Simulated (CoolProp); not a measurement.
Cyclopentane along the isotherm 271.85 °C: Z from the reference equation and from simpler models built on Tc = 238.6 °C, pc = 4.583 MPa, ω = 0.202; each cubic takes its own stable root.

Computed with CoolProp (reference Helmholtz-energy equation of state, Gedanitz 2015).

| p (MPa) | phase | reference |
|---|---|---|
| 2.86 | gas | 0.7989 |
| 5.73 | supercritical | 0.5016 |
| 8.59 | supercritical | 0.3431 |
| 11.5 | supercritical | 0.3998 |
| 14.3 | supercritical | 0.4671 |
| 17.2 | supercritical | 0.5386 |
| 20 | supercritical | 0.6075 |
| 22.9 | supercritical | 0.6782 |
| 25.8 | supercritical | 0.7481 |
| 28.6 | supercritical | 0.8149 |
| 31.5 | supercritical | 0.8832 |
| 34.4 | supercritical | 0.9509 |
| 37.2 | supercritical | 1.016 |
| 40.1 | supercritical | 1.082 |
| 43 | supercritical | 1.148 |
| 45.8 | supercritical | 1.210 |

Task: How far does each simpler model (van der Waals, Redlich-Kwong, Soave-Redlich-Kwong, Peng-Robinson) lie from the reference over these 16 states: mean and median of the absolute difference, and the worst?

Result: 
- van der Waals: mean 26.5 %, median 29.8 %, worst +30.1 % at 271.85 °C and 17.2 MPa
- Redlich-Kwong: mean 4.0 %, median 2.7 %, worst +11.7 % at 271.85 °C and 8.59 MPa
- Soave-Redlich-Kwong: mean 5.6 %, median 4.3 %, worst +16.9 % at 271.85 °C and 8.59 MPa
- Peng-Robinson: mean 5.2 %, median 5.9 %, worst -8.8 % at 271.85 °C and 45.8 MPa
